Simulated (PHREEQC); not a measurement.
## Phosphoric acid bath: speciation

Solution (20 °C): 0.0051 mol H3PO4 and 0.01 mol NH4F per kg of water. Closed to the air; pH follows from the charge balance.

Model: ion-association model, phreeqc.dat, run in PHREEQC.

No solid was allowed to form.

Task: What pH, specific conductance does the model give?

Result: pH 3.24; specific conductance 1180 µS/cm.

Task: In which forms is P present?

Result: H2PO4- 93 %, H3PO4 6.6 % of the P.
